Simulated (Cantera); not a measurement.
Thermodynamics of silicon nitride deposition, feed Si2Cl6 + NH3 + N2

Feed: 1 mol Si2Cl6, 2.3 mol NH3, 5.3 mol N2, held at 0.250 bar.

These are equilibrium values from Cantera (NASA tables, ideal gas, pure condensed phases), not measurements of a reactor. Candidate condensed phases: NH4Cl, Si, Si3N4; 28 gas species. The feed counts by its element totals alone. The tables' values for SiCl3 are old estimates; treat these amounts as uncertain. Rates play no part.

```
T (°C)   x N2  x HCl   x H2  x SiCl4   x SiCl3  x SiHCl3   x SiCl2  x SiH2Cl2  n Si3N4(s)
------  -----  -----  -----  -------  --------  --------  --------  ---------  ----------
927     0.489  0.301  0.153   0.0558  0.000581  0.000771   5.30e-5    1.39e-6       0.450
952     0.488  0.303  0.152   0.0549  0.000805  0.000856   9.32e-5    1.78e-6       0.452
977     0.488  0.306  0.150   0.0540   0.00110  0.000945  0.000160    2.25e-6       0.454
1002    0.487  0.308  0.149   0.0530   0.00148   0.00104  0.000268    2.82e-6       0.455
1027    0.487  0.309  0.148   0.0520   0.00197   0.00113  0.000441    3.49e-6       0.456
1052    0.487  0.311  0.147   0.0509   0.00258   0.00123  0.000708    4.28e-6       0.457
1077    0.486  0.312  0.146   0.0496   0.00333   0.00133   0.00112    5.21e-6       0.456
```
x: gas mole fraction; n: condensed amount in mol.

From 927 °C to 1077 °C the condensed part is Si3N4(s). The main Si-bearing gas is SiCl4 throughout.
